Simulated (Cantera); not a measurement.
**trisilylamine + NH3 + N2 (silicon nitride deposition)**

Feed: 1 mol trisilylamine, 4 mol NH3, 1.7 mol N2, at 460 Pa.

Method: chemical equilibrium by Gibbs-energy minimisation in Cantera with the NASA 1993 tables (ideal gas, pure condensed phases). Candidate condensed phases: Si, Si3N4; 18 gas species. The feed counts by its element totals alone. Mutual solubility and eutectic melting of coexisting phases are not modelled. The numbers say what is thermodynamically allowed, not how fast it happens.

From 775 K to 1575 K the condensed part is Si3N4(s). At 1675 K the condensed part is Si(s) + Si3N4(s).

```csv
T (K),x H2,x N2,x H,x Si,x SiH,x SiH2,x NH3,n Si3N4(s),n Si(s)
775,0.827,0.173,1.33e-11,<1e-12,<1e-12,<1e-12,5.58e-6,1.00,0
875,0.827,0.173,6.72e-10,<1e-12,<1e-12,<1e-12,2.15e-6,1.00,0
975,0.827,0.173,1.53e-8,<1e-12,<1e-12,<1e-12,9.93e-7,1.00,0
1075,0.827,0.173,1.97e-7,<1e-12,<1e-12,<1e-12,5.27e-7,1.00,0
1175,0.827,0.173,1.64e-6,<1e-12,<1e-12,3.76e-12,3.10e-7,1.00,0
1275,0.827,0.173,9.88e-6,1.96e-11,1.15e-11,1.90e-10,1.98e-7,1.00,0
1375,0.827,0.173,4.59e-5,2.26e-9,7.86e-10,5.42e-9,1.34e-7,1.00,0
1475,0.827,0.173,0.000174,1.36e-7,3.00e-8,9.74e-8,9.62e-8,1.000,0
1575,0.826,0.173,0.000557,4.85e-6,7.14e-7,1.21e-6,7.18e-8,1.000,0
1675,0.775,0.223,0.00151,9.43e-5,9.46e-6,8.72e-6,5.73e-8,0.589,1.23
```
x: gas mole fraction; n: condensed amount in mol.
